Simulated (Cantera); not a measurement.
Feed: 1 mol SiC, 1.5 mol O2, 4.8 mol H2, equilibrated at 1400 Pa.

Method: chemical equilibrium by Gibbs-energy minimisation in Cantera with the NASA 1993 tables (ideal gas, pure condensed phases). Candidate condensed phases: C, C6H6, C7H8, C8H18, H2O, Si, SiC, SiO2; 123 gas species. Equilibrium is a limit: real reactors are often held back by kinetics, nucleation or transport. All values below are at 998 K.

Base state: H2 0.827, CO 0.171, CH4 0.000933, H2O 0.000810, CO2 0.000243 (mole fractions); condensed: C(graphite) + SiO2(β-quartz).

Q: What changes in the equilibrium state with this change: pressure from 1400 Pa to 5800 Pa?

A: 
```
species                before     after
-------------------  --------  --------
H2                      0.827     0.823
CO                      0.171     0.169
CH4                  0.000933   0.00384
H2O                  0.000810   0.00329
CO2                  0.000243  0.000974
C(graphite), mol     0.000697   0.00245
SiO2(β-quartz), mol      1.00      1.00
```
